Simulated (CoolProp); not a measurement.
Properties of ethylene along the isotherm 176.85 °C.

The numbers come from the reference Helmholtz-energy equation of state, Smukala 2000 in CoolProp.

| p (MPa) | phase | cv (kJ/(kg K)) | isothermal compressibility (1/MPa) | expansivity (1/kK) | fugacity coefficient |
|---|---|---|---|---|---|
| 0.0797 | gas | 1.766 | 12.56 | 2.232 | 0.9989 |
| 0.151 | gas | 1.767 | 6.636 | 2.241 | 0.9979 |
| 0.286 | gas | 1.767 | 3.510 | 2.257 | 0.9961 |
| 0.543 | gas | 1.769 | 1.855 | 2.289 | 0.9926 |
| 1.03 | gas | 1.772 | 0.9846 | 2.351 | 0.9860 |
| 1.95 | gas | 1.777 | 0.5265 | 2.471 | 0.9737 |
| 3.7 | gas | 1.788 | 0.2836 | 2.710 | 0.9511 |
| 7.01 | supercritical | 1.807 | 0.1546 | 3.186 | 0.9111 |
| 13.3 | supercritical | 1.838 | 0.08129 | 3.960 | 0.8466 |
| 25.2 | supercritical | 1.870 | 0.03241 | 3.872 | 0.7708 |
